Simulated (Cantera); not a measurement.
Charge: 1 mol Al, 27 mol O₂, 5.2 mol H₂, at 1.00 bar.

Cantera equilibrium calculation (NASA polynomials, part measured and part estimated; ideal gas, pure solids and liquids). Candidate condensed phases: Al, Al₂O₃, H₂O; 19 gas species. Gases not in the tables: Al(OH)₃. Rates play no part.

x: gas mole fraction; n: condensed amount in mol.

| T (°C) | x O₂ | x H₂O | x OH | x O | x H₂ | x H | x HO₂ | n Al₂O₃(s) |
|---|---|---|---|---|---|---|---|---|
| 1500 | 0.819 | 0.180 | 0.00110 | 8.50e-5 | 8.28e-6 | 8.19e-7 | 3.77e-6 | 0.500 |
| 1550 | 0.819 | 0.179 | 0.00149 | 0.000137 | 1.32e-5 | 1.57e-6 | 4.83e-6 | 0.500 |
| 1600 | 0.819 | 0.179 | [?] | [?] | [?] | [?] | [?] | 0.500 |
| 1650 | 0.818 | 0.179 | 0.00260 | 0.000327 | 3.11e-5 | 5.26e-6 | 7.64e-6 | 0.500 |
| 1700 | 0.818 | 0.178 | 0.00336 | 0.000490 | 4.63e-5 | 9.18e-6 | 9.43e-6 | 0.500 |
| 1750 | 0.817 | 0.178 | 0.00428 | 0.000720 | 6.74e-5 | 1.56e-5 | 1.15e-5 | 0.500 |
| 1800 | 0.816 | 0.177 | 0.00540 | 0.00104 | 9.63e-5 | 2.58e-5 | 1.39e-5 | 0.500 |
| 1850 | 0.815 | 0.176 | [?] | [?] | [?] | [?] | [?] | 0.500 |
| 1900 | 0.814 | 0.175 | 0.00829 | 0.00205 | 0.000187 | 6.60e-5 | 1.98e-5 | 0.500 |

Question: Fill in the missing entries.

Answer: 
- 1850, x OH: 0.00672
- 1850, x O: 0.00147
- 1850, x H₂: 0.000135
- 1850, x H: 4.17e-5
- 1850, x HO₂: 1.67e-5
- 1600, x OH: 0.00198
- 1600, x O: 0.000214
- 1600, x H₂: 2.05e-5
- 1600, x H: 2.92e-6
- 1600, x HO₂: 6.11e-6
